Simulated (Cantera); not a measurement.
Input (Python, Cantera) and output of one run.

```python
import numpy as np
import cantera as ct

gas_names = """
    CL CL2 H HCL H2 Si SiCL SiCL2 SiCL3 SiCL4 SiH SiHCL3 SiH2 SiH2CL2 SiH3 SiH3CL SiH4 Si2 Si3
""".split()
cond_names = """
    Si(cr) Si(L)
""".split()


# ... load() reads the species with a 1 bar reference pressure and builds the phases ...
atoms = {
    'Si': {'Si': 1},
    'Cl2': {'CL': 2},
    'H2': {'H': 2},
}
top_T = {}  # K; cautious upper limits of use, not melting points


# ... equilibrate(T, P, feed) seeds the gas with the atoms and calls Mixture.equilibrate('TP', solver="vcs", rtol=1e-11, max_steps=5000) ...
results = []
feed = {'Si': 1, 'Cl2': 5.7, 'H2': 0.5}  # mol
P = 34  # Pa
for T in [700, 775, 850, 925, 1000, 1075, 1150, 1225, 1300, 1375, 1450, 1525, 1600, 1675]:
    mix = equilibrate(T, P, feed)
    results.append((T, P, feed, dict(zip(mix.species_names, mix.species_moles))))

top = {s: max(r[3][s] / sum(r[3][g] for g in gas_names) for r in results) for s in gas_names}
cols = sorted((s for s in top if top[s] > 1e-05), key=lambda s: -top[s])[:5]
seen = [c for c in cond_names if any(r[3].get(c, 0) > 1e-12 for r in results)]
print("log10 of partial pressures in bar; condensed amounts in mol")
print(f"{'T/K':>10s}" + "".join(f"{s[:9]:>10s}" for s in cols + seen))
for T, P, feed, n in results:
    ng = sum(n[g] for g in gas_names)
    print(f"{T:10.4g}" + "".join(f"{np.log10(max(n[s] / ng * P / 1e5, 1e-99)):10.3f}" for s in cols)
          + "".join(f"{n.get(c, 0):10.4g}" for c in seen))
```

Output:

```
log10 of partial pressures in bar; condensed amounts in mol
       T/K        CL       CL2     SiCL4       HCL     SiCL3
       700    -8.020    -3.679    -4.185    -4.185   -17.564
       775    -7.129    -3.679    -4.185    -4.185   -15.611
       850    -6.394    -3.680    -4.185    -4.185   -14.005
       925    -5.778    -3.682    -4.186    -4.186   -12.661
      1000    -5.255    -3.689    -4.188    -4.188   -11.520
      1075    -4.810    -3.706    -4.195    -4.195   -10.538
      1150    -4.435    -3.746    -4.209    -4.209    -9.681
      1225    -4.128    -3.827    -4.235    -4.235    -8.922
      1300    -3.894    -3.974    -4.275    -4.275    -8.230
      1375    -3.737    -4.212    -4.321    -4.321    -7.572
      1450    -3.652    -4.535    -4.358    -4.357    -6.924
      1525    -3.613    -4.903    -4.383    -4.378    -6.293
      1600    -3.597    -5.275    -4.413    -4.389    -5.709
      1675    -3.587    -5.626    -4.502    -4.403    -5.235
```

Cantera equilibrium calculation (NASA polynomials, part measured and part estimated; ideal gas, pure solids and liquids). The tables' values for SiCl3 are old estimates; treat these amounts as uncertain.
